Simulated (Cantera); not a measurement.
## Diamond growth

A diamond (100) surface in a fixed gas of H2 with x(CH4) = 0.0032, x(H) = 0.0024, x(CH3) = 0.00068, 97.5 Torr; coverages are run to steady state.

Computed with Cantera and the Harris–Goodwin 1993 mechanism for the reconstructed diamond (100) surface.

| T (K) | growth (µm/h) | θ c6HH | θ c6H* | θ c6*H | θ c6** | θ c6HM |
|---|---|---|---|---|---|---|
| 900 | 20.9 | 0.538 | 0.00812 | 0.226 | 0.00314 | 0.181 |
| 950 | 28.5 | 0.521 | 0.0114 | 0.269 | 0.00496 | 0.149 |
| 1000 | 36.7 | 0.501 | 0.0152 | 0.311 | 0.00740 | 0.121 |
| 1050 | 43.7 | 0.481 | 0.0197 | 0.351 | 0.0105 | 0.0951 |
| 1100 | 46.4 | 0.464 | 0.0248 | 0.392 | 0.0145 | 0.0685 |
| 1150 | 41.3 | 0.450 | 0.0306 | 0.432 | 0.0193 | 0.0419 |
| 1200 | 31.1 | 0.434 | 0.0366 | 0.468 | 0.0247 | 0.0210 |
| 1250 | 22.2 | 0.415 | 0.0424 | 0.494 | 0.0302 | 0.00909 |
| 1300 | 17.4 | 0.395 | 0.0479 | 0.511 | 0.0356 | 0.00367 |
| 1350 | 15.7 | 0.377 | 0.0531 | 0.523 | 0.0408 | 0.00146 |
| 1400 | 14.7 | 0.361 | 0.0580 | 0.530 | 0.0459 | 0.000580 |
θ: site fractions in the mechanism's names (c6HH fully hydrogenated, c6H* and c6*H radical sites, c6** diradical, c6HM methylated).
